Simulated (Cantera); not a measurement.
# Hydrocarbon pyrolysis for carbon deposition

A perfectly stirred reactor is fed with 1.79 % C2H6, 98.2 % N2, at 100000 Pa; it is held at 1550 K, and followed from long to short residence time.

Model: GRI-Mech 3.0 (53 species, 325 reactions), integrated in Cantera. GRI-Mech 3.0 stops at C3 and has no aromatics, soot or wall deposition, so with more carbon than oxygen in the feed, carbon stays in small species such as C2H2 where larger ones or solid carbon would form.

```
τ (s)      x C2H6   x C2H2    x H2    x HCN    x CH4    x C2H4
-------  --------  -------  ------  -------  -------  --------
6.3       2.98e-6   0.0155  0.0294  4.85e-7  0.00337   9.57e-5
1.5       1.06e-5   0.0148  0.0273  3.58e-7  0.00482  0.000125
0.36      3.33e-5   0.0143  0.0260  3.33e-7  0.00556  0.000226
0.085     9.58e-5   0.0140  0.0256  3.55e-7  0.00553  0.000489
0.020    0.000268   0.0133  0.0250  3.80e-7  0.00526   0.00113
0.0048   0.000769   0.0114  0.0228  3.74e-7  0.00505   0.00261
0.0011    0.00244  0.00724  0.0177  3.29e-7  0.00437   0.00541
0.00027   0.00696  0.00234  0.0101  2.44e-7  0.00252   0.00665
```
x: mole fraction; the columns are a selection and need not sum to one.
